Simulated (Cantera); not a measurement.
What does this Cantera script print?

```python
import numpy as np
import cantera as ct

gas_names = """
    F F2 N NF NF2 NF3 N2 Si SiF SiF2 SiF3 SiF4 SiN Si2 Si2N Si3
""".split()
cond_names = """
    Si(cr) Si(L) Si3N4(a)
""".split()


# ... load() reads the species with a 1 bar reference pressure and builds the phases ...
atoms = {
    'Si': {'Si': 1},
    'F2': {'F': 2},
    'N2': {'N': 2},
}
top_T = {'Si3N4(a)': 2400}  # K; cautious upper limits of use, not melting points


# ... equilibrate(T, P, feed) seeds the gas with the atoms and calls Mixture.equilibrate('TP', solver="vcs", rtol=1e-11, max_steps=5000) ...
results = []
feed = {'Si': 1, 'F2': 2.8, 'N2': 31}  # mol
P = 640  # Pa
for T in [450, 475, 500, 525, 550, 575, 600, 625, 650, 675, 700, 725, 750, 775]:
    mix = equilibrate(T, P, feed)
    results.append((T, P, feed, dict(zip(mix.species_names, mix.species_moles))))

top = {s: max(r[3][s] / sum(r[3][g] for g in gas_names) for r in results) for s in gas_names}
cols = sorted((s for s in top if top[s] > 1e-05), key=lambda s: -top[s])[:5]
seen = [c for c in cond_names if any(r[3].get(c, 0) > 1e-12 for r in results)]
print("log10 of partial pressures in bar; condensed amounts in mol")
print(f"{'T/K':>10s}" + "".join(f"{s[:9]:>10s}" for s in cols + seen))
for T, P, feed, n in results:
    ng = sum(n[g] for g in gas_names)
    print(f"{T:10.4g}" + "".join(f"{np.log10(max(n[s] / ng * P / 1e5, 1e-99)):10.3f}" for s in cols)
          + "".join(f"{n.get(c, 0):10.4g}" for c in seen))
```

Result:

```
log10 of partial pressures in bar; condensed amounts in mol
       T/K        N2      SiF4        F2       NF3         F
       450    -2.215    -3.703    -7.244    -3.976    -9.816
       475    -2.215    -3.703    -6.706    -3.976    -9.055
       500    -2.215    -3.703    -6.222    -3.977    -8.371
       525    -2.215    -3.703    -5.786    -3.980    -7.751
       550    -2.215    -3.703    -5.392    -3.987    -7.189
       575    -2.215    -3.703    -5.039    -4.002    -6.678
       600    -2.215    -3.703    -4.726    -4.032    -6.215
       625    -2.216    -3.704    -4.458    -4.088    -5.798
       650    -2.216    -3.705    -4.239    -4.184    -5.428
       675    -2.217    -3.707    -4.078    -4.333    -5.105
       700    -2.218    -3.708    -3.974    -4.542    -4.829
       725    -2.219    -3.709    -3.922    -4.801    -4.593
       750    -2.219    -3.711    -3.909    -5.096    -4.390
       775    -2.220    -3.712    -3.924    -5.414    -4.214
```

Cantera equilibrium calculation (NASA polynomials, part measured and part estimated; ideal gas, pure solids and liquids).
